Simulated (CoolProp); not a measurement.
R1336mzz(Z) along the isotherm 207.05 °C: density (kg/m³) from the reference equation and from simpler models built on Tc = 171.3 °C, pc = 2.904 MPa, ω = 0.386; each cubic takes its own stable root.

The numbers come from the reference Helmholtz-energy equation of state, McLinden 2020 in CoolProp.

```json
[
 {"p (MPa)": "1.81", "phase": "gas", "reference": "91.28", "ideal gas": "74.37", "van der Waals": "90.47", "Redlich-Kwong": "91.77", "Soave-Redlich-Kwong": "90.16", "Peng-Robinson": "92.38"},
 {"p (MPa)": "3.63", "phase": "supercritical", "reference": "262.3", "ideal gas": "149.2", "van der Waals": "292.7", "Redlich-Kwong": "276.3", "Soave-Redlich-Kwong": "248.4", "Peng-Robinson": "261.8"},
 {"p (MPa)": "5.44", "phase": "supercritical", "reference": "608.0", "ideal gas": "223.5", "van der Waals": "513.0", "Redlich-Kwong": "556.8", "Soave-Redlich-Kwong": "494.8", "Peng-Robinson": "532.9"},
 {"p (MPa)": "7.26", "phase": "supercritical", "reference": "757.1", "ideal gas": "298.3", "van der Waals": "575.1", "Redlich-Kwong": "663.4", "Soave-Redlich-Kwong": "620.1", "Peng-Robinson": "676.9"},
 {"p (MPa)": "9.07", "phase": "supercritical", "reference": "828.8", "ideal gas": "372.7", "van der Waals": "612.8", "Redlich-Kwong": "726.7", "Soave-Redlich-Kwong": "692.1", "Peng-Robinson": "759.8"},
 {"p (MPa)": "10.9", "phase": "supercritical", "reference": "876.9", "ideal gas": "447.9", "van der Waals": "640.6", "Redlich-Kwong": "773.1", "Soave-Redlich-Kwong": "743.8", "Peng-Robinson": "819.1"},
 {"p (MPa)": "12.7", "phase": "supercritical", "reference": "912.7", "ideal gas": "521.8", "van der Waals": "662.1", "Redlich-Kwong": "809.3", "Soave-Redlich-Kwong": "783.5", "Peng-Robinson": "864.4"},
 {"p (MPa)": "14.5", "phase": "supercritical", "reference": "941.6", "ideal gas": "595.8", "van der Waals": "680.0", "Redlich-Kwong": "839.4", "Soave-Redlich-Kwong": "816.2", "Peng-Robinson": "901.6"},
 {"p (MPa)": "16.3", "phase": "supercritical", "reference": "966.0", "ideal gas": "669.8", "van der Waals": "695.3", "Redlich-Kwong": "865.2", "Soave-Redlich-Kwong": "844.1", "Peng-Robinson": "933.2"},
 {"p (MPa)": "18.1", "phase": "supercritical", "reference": "987.2", "ideal gas": "743.7", "van der Waals": "708.6", "Redlich-Kwong": "887.8", "Soave-Redlich-Kwong": "868.3", "Peng-Robinson": "960.6"},
 {"p (MPa)": "20", "phase": "supercritical", "reference": "1007", "ideal gas": "821.8", "van der Waals": "721.0", "Redlich-Kwong": "909.0", "Soave-Redlich-Kwong": "891.0", "Peng-Robinson": "986.0"},
 {"p (MPa)": "21.8", "phase": "supercritical", "reference": "1024", "ideal gas": "895.8", "van der Waals": "731.5", "Redlich-Kwong": "927.0", "Soave-Redlich-Kwong": "910.2", "Peng-Robinson": "1008"},
 {"p (MPa)": "23.6", "phase": "supercritical", "reference": "1039", "ideal gas": "969.7", "van der Waals": "741.0", "Redlich-Kwong": "943.4", "Soave-Redlich-Kwong": "927.6", "Peng-Robinson": "1027"},
 {"p (MPa)": "25.4", "phase": "supercritical", "reference": "1053", "ideal gas": "1044", "van der Waals": "749.7", "Redlich-Kwong": "958.4", "Soave-Redlich-Kwong": "943.5", "Peng-Robinson": "1045"},
 {"p (MPa)": "27.2", "phase": "supercritical", "reference": "1065", "ideal gas": "1118", "van der Waals": "757.7", "Redlich-Kwong": "972.3", "Soave-Redlich-Kwong": "958.1", "Peng-Robinson": "1061"},
 {"p (MPa)": "29", "phase": "supercritical", "reference": "1077", "ideal gas": "1192", "van der Waals": "765.1", "Redlich-Kwong": "985.1", "Soave-Redlich-Kwong": "971.7", "Peng-Robinson": "1076"}
]
```
